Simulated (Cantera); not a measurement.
A closed system holds: 1 mol BN, 8.7 mol HF, at 773 K and 49000 Pa.

Equilibrium computed with Cantera from the NASA thermochemical tables; the gas is ideal and each condensed phase is pure. Candidate condensed phases: B, BN; 31 gas species. Equilibrium is a limit: real reactors are often held back by kinetics, nucleation or transport.

Base state: HF 0.655, H2 0.172, BF3 0.115, N2 0.0575, NH3 3.33e-5, H2F2 2.34e-5 (mole fractions); condensed: gas only.

Problem. What changes in the equilibrium state with this change: BN replaced by Si3N4?

Solution. 
```tsv
species	before	after
H2	0.172	0.545
SiF4	0	0.273
N2	0.0575	0.182
HF	0.655	5.25e-5
BF3	0.115	0
SiHF3	0	4.85e-5
H2F2	2.34e-5	<1e-9
Si3N4(s), mol	0	0.275
```
Further candidate phases: Si, Si3N4.
